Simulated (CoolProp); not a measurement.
Vapour-liquid equilibrium of R21 (1) + methanol (2) at 399.7 K; x and y are mole fractions of (1).

Computed with CoolProp (multi-fluid Helmholtz-energy mixture model, Platzer 1990 and de Reuck 1993; pair parameters Bell 2016). This equation is an older, rougher fit; its heat capacities, sound speeds and derivatives of the liquid may be far off and weren't checked against measurements.

```csv
x,"bubble pressure, mixture model (MPa)","bubble pressure, Raoult's law (MPa)","y, mixture model","y, Raoult's law"
0.05,1.417,0.8401,0.439,0.132
0.125,1.847,0.9489,0.559,0.292
0.2,1.967,1.058,0.585,0.420
0.275,1.996,1.167,0.593,0.523
0.35,2.016,1.276,0.598,0.609
0.425,2.044,1.384,0.609,0.681
0.5,2.082,1.493,0.629,0.743
0.575,2.124,1.602,0.659,0.796
0.65,2.162,1.711,0.699,0.843
0.725,2.191,1.820,0.750,0.884
0.8,2.210,1.929,0.810,0.920
0.875,2.219,2.038,0.877,0.953
0.95,2.220,2.147,0.950,0.982
```

The largest gap from Raoult's law is +94.6 % in bubble pressure, at x = 0.125. y crosses x between x = 0.875 and 0.95: the model has an azeotrope there.

Pair parameters are fitted to limited data, so mixtures are less certain than the pure fluids. With so large a gap from Raoult's law the liquid may split in two, which this calculation doesn't test in full.
